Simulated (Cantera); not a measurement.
A perfectly stirred reactor is fed with C₂H₆ : H₂ = 1 : 3.5 (molar parts), at 13300 Pa; it is held at 1525 K, and followed from long to short residence time.

Computed with Cantera and GRI-Mech 3.0 (53 species, 325 reactions). GRI-Mech 3.0 stops at C3 and has no aromatics, soot or wall deposition, so with more carbon than oxygen in the feed, carbon stays in small species such as C2H2 where larger ones or solid carbon would form.

```json
[
 {"quantity": "x(C₂H₆) at τ = 11.0 s", "before": "2.08e-5", "after": "0.0750"},
 {"quantity": "x(H₂) at τ = 11.0 s", "before": "0.815", "after": "0.794"},
 {"quantity": "x(C₂H₄) at τ = 11.0 s", "before": "0.00341", "after": "0.112"},
 {"quantity": "x(C₂H) at τ = 11.0 s", "before": "2.52e-8", "after": "<1e-12"},
 {"quantity": "x(H) at τ = 11.0 s", "before": "6.95e-5", "after": "2.49e-7"},
 {"quantity": "x(C₂H₆) at τ = 57.0 ms", "before": "0.00121", "after": "0.219"},
 {"quantity": "x(H₂) at τ = 57.0 ms", "before": "0.786", "after": "0.778"},
 {"quantity": "x(C₂H₄) at τ = 57.0 ms", "before": "0.0118", "after": "0.00228"},
 {"quantity": "x(C₂H) at τ = 57.0 ms", "before": "7.18e-8", "after": "<1e-12"},
 {"quantity": "x(H) at τ = 57.0 ms", "before": "0.000229", "after": "1.78e-7"}
]
```

Question: Name the change that produced these shifts.
(A) temperature 1525 to 1000 K
(B) C2H6 1 to 0.24 parts
(C) temperature 1525 to 1098 K
(D) temperature 1525 to 1975 K

Answer: A, temperature 1525 to 1000 K
